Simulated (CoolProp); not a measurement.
Aqueous magnesium chloride as a coolant, at 21 °C, 1 atm.

Values from CoolProp's Melinder's fits for secondary coolants.

```csv
mass %,freezing point (°C),density (kg/m³),cp (kJ/(kg K)),conductivity (W/(m K)),viscosity (mPa s)
3.7,-2.2,1029,3.970,0.592,1.15
6,-3.8,1048,3.837,0.587,1.21
8.2,-6.0,1067,3.712,0.582,1.32
10.5,-9.0,1088,3.583,0.577,1.50
12.8,-12.7,1108,3.459,0.571,1.71
15,-16.8,1128,3.347,0.564,1.92
17.3,-21.7,1149,3.236,0.558,2.12
19.6,-27.5,1171,3.131,0.551,2.43
21.8,-34.7,1193,3.031,0.544,3.26
24.1,-45.0,1218,2.922,0.535,6.77
```
